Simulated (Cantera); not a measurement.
Feed: 1 mol MgO, 39 mol HBr, 11 mol N2, at 1423.15 K and 1.00 bar.

Equilibrium computed with Cantera from the NASA thermochemical tables; the gas is ideal and each condensed phase is pure. Candidate condensed phases: Br2, H2O, Mg, MgBr2, MgO, Mg(OH)2; 36 gas species. Kinetics and transport are ignored.

Base state: HBr 0.725, N2 0.219, H2O 0.0199, MgBr2 0.0199, Br 0.00843, H2 0.00610, Br2 0.00188 (mole fractions); condensed: gas only.

What changes in the equilibrium state with this change: pressure from 1.00 bar to 13.3 mbar?


| species | before | after |
|---|---|---|
| HBr | 0.725 | 0.686 |
| N2 | 0.219 | 0.216 |
| Br | 0.00843 | 0.0384 |
| H2 | 0.00610 | 0.0197 |
| MgBr2 | 0.0199 | 0.0196 |
| H2O | 0.0199 | 0.0196 |
| Br2 | 0.00188 | 0.000521 |

What changes in the equilibrium state with this change: temperature from 1423.15 K to 1098 K?


```json
[
 {"species": "HBr", "before": "0.725", "after": "0.738"},
 {"species": "N2", "before": "0.219", "after": "0.220"},
 {"species": "H2O", "before": "0.0199", "after": "0.0200"},
 {"species": "Br", "before": "0.00843", "after": "0.000459"},
 {"species": "H2", "before": "0.00610", "after": "0.00101"},
 {"species": "MgBr2", "before": "0.0199", "after": "0.0198"},
 {"species": "Br2", "before": "0.00188", "after": "0.000778"},
 {"species": "MgBr2(l), mol", "before": "0", "after": "0.0105"}
]
```

What changes in the equilibrium state with this change: temperature from 1423.15 K to 1748.15 K?


| species | before | after |
|---|---|---|
| HBr | 0.725 | 0.675 |
| N2 | 0.219 | 0.215 |
| Br | 0.00843 | 0.0443 |
| H2 | 0.00610 | 0.0244 |
| MgBr2 | 0.0199 | 0.0196 |
| H2O | 0.0199 | 0.0196 |
| H | 5.20e-7 | 3.57e-5 |
| Br2 | 0.00188 | 0.00226 |
